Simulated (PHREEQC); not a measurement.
Solution (41 °C): 0.12 mol/kgw NaHSO4 and 0.0068 mol/kgw NaF. Closed to the air; pH follows from the charge balance.

Computed with PHREEQC (ion-association model, wateq4f.dat).

Each row changes one thing in this solution. Precipitation was switched off in this run.

```tsv
case	pH	ionic strength (mol/kgw)	HSO4- (mol/kgw)	SO4-2 (mol/kgw)	NaSO4- (mol/kgw)	SI of Mirabilite (Na2SO4:10H2O)
as made	1.49	0.201	0.0723	0.0403	0.00747	-3.67
temperature from 41 to 55 °C	(withheld)	0.191	0.0776	0.0353	0.00701	-4.30
temperature from 41 to 30 °C	1.44	0.208	0.0681	0.0442	0.00773	(withheld)
NaF replaced by KF at the same molality	1.49	0.200	0.0722	0.0401	0.00705	-3.72
0.094 mol/kgw H3PO4 added	1.39	0.207	0.0780	0.0354	0.00655	(withheld)
NaF from 0.0068 to 0.00748 mol/kgw	1.49	0.201	0.0720	0.0405	0.00754	-3.66
0.0076 mol/kgw ZnCl2 added	1.47	0.213	0.0703	0.0381	0.00694	-3.71
NaHSO4 from 0.12 to 0.108 mol/kgw	1.52	0.183	0.0638	0.0377	0.00655	-3.76
NaF left out	(withheld)	0.196	0.0752	0.0381	0.00676	-3.74
```

Problem. What belongs in the gaps?

Solution. 
- temperature from 41 to 55 °C, pH: 1.55
- temperature from 41 to 30 °C, SI of Mirabilite (Na2SO4:10H2O): -3.15
- 0.094 mol/kgw H3PO4 added, SI of Mirabilite (Na2SO4:10H2O): -3.73
- NaF left out, pH: 1.45

Constants without temperature data keep their 25 °C values here.
